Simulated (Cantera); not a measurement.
What does this Cantera script print?

```python
import numpy as np
import cantera as ct

gas = ct.Solution("h2o2.yaml")
gas.TPX = 673, 13332, {'H2': 1, 'O2': 0.357, 'N2': 1.34}
flame = ct.FreeFlame(gas, width=0.16)
flame.set_refine_criteria(ratio=3, slope=0.08, curve=0.16)
flame.transport_model = "mixture-averaged"
flame.solve(loglevel=0, auto=True)
z, T = flame.grid, flame.T
thick = (T[-1] - T[0]) / np.gradient(T, z).max()
show = ['H2', 'O2', 'OH', 'O', 'HO2', 'H2O']
print(f"laminar burning velocity  {flame.velocity[0] * 100:.3f} cm/s")
print(f"burnt temperature         {T[-1]:.1f} K")
print(f"thermal thickness         {thick * 1e3:.4f} mm")
print(f"grid points               {len(z)}")
z0 = z[flame.heat_release_rate.argmax()]
print(f"{'z/mm':>9s}{'T/K':>9s}{'u/(m/s)':>9s}" + "".join(f"{s:>11s}" for s in show))
rows = []
for k in (-3, -2, -1.5, -1, -0.5, -0.25, 0, 0.25, 0.5, 1, 2, 4, 8):
    zz = z0 + k * thick
    rows.append([k * thick, np.interp(zz, z, T), np.interp(zz, z, flame.velocity),
                 *(np.interp(zz, z, flame.X[gas.species_index(s)]) for s in show)])
    print(f"{rows[-1][0] * 1e3:9.3f}{rows[-1][1]:9.1f}{rows[-1][2]:9.3f}" + "".join(f"{x:11.3e}" for x in rows[-1][3:]))
```

It prints:

```
laminar burning velocity  846.960 cm/s
burnt temperature         2451.5 K
thermal thickness         6.7632 mm
grid points               137
     z/mm      T/K  u/(m/s)         H2         O2         OH          O        HO2        H2O
  -20.290    673.0    8.470  3.708e-01  1.324e-01  5.139e-17  5.173e-16  6.781e-12  2.558e-13
  -13.526    673.0    8.470  3.708e-01  1.324e-01  6.790e-14  6.508e-13  8.741e-11  8.360e-12
  -10.145    673.0    8.470  3.708e-01  1.324e-01  3.785e-12  3.447e-11  2.893e-09  2.814e-10
   -6.763    673.0    8.470  3.708e-01  1.324e-01  1.176e-09  8.031e-09  4.405e-07  5.243e-08
   -3.382    679.2    8.542  3.695e-01  1.322e-01  1.800e-05  1.175e-05  3.501e-05  4.520e-04
   -1.691    775.3    9.679  3.478e-01  1.284e-01  2.412e-04  3.772e-04  2.659e-05  1.046e-02
    0.000   1138.9   13.870  1.891e-01  7.298e-02  3.356e-03  7.744e-03  1.156e-05  1.219e-01
    1.691   1394.9   16.766  8.999e-02  1.769e-02  7.270e-03  1.091e-02  2.661e-06  2.247e-01
    3.382   1499.0   17.890  8.895e-02  1.334e-02  9.055e-03  1.072e-02  1.786e-06  2.334e-01
    6.763   1628.6   19.255  9.514e-02  1.157e-02  1.118e-02  1.017e-02  1.334e-06  2.380e-01
   13.526   1778.6   20.791  1.014e-01  9.604e-03  1.327e-02  8.966e-03  9.644e-07  2.442e-01
   27.053   1938.3   22.373  1.065e-01  7.448e-03  1.473e-02  7.217e-03  6.781e-07  2.524e-01
   54.106   2097.0   23.896  1.102e-01  5.299e-03  1.505e-02  5.213e-03  4.840e-07  2.621e-01
```

Detailed kinetics in Cantera: the H2/O2 subset of GRI-Mech 3.0, which has no nitrogen chemistry. Burning velocities carry a grid error of a few per cent, more on coarse grids.
